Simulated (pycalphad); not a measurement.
Computed with pycalphad from the COST 507 light-alloy database (1999), at 1 atm. These are 1990s assessments: newer ones move some temperatures and phases. Phase fractions are per mole of atoms.

Q: Give the equilibrium state of Si-6.155V (wt.%) at 1277 °C.

A: diamond (Si), fraction 0.895, with no V wt.%; SI2V, fraction 0.105, with 47.6 V wt.%.

Database names, with the compositions (at.%) that they take in these runs: SI2V: Si 67 V 33. An entry "none" or "no" means that the model of the phase leaves that element out.
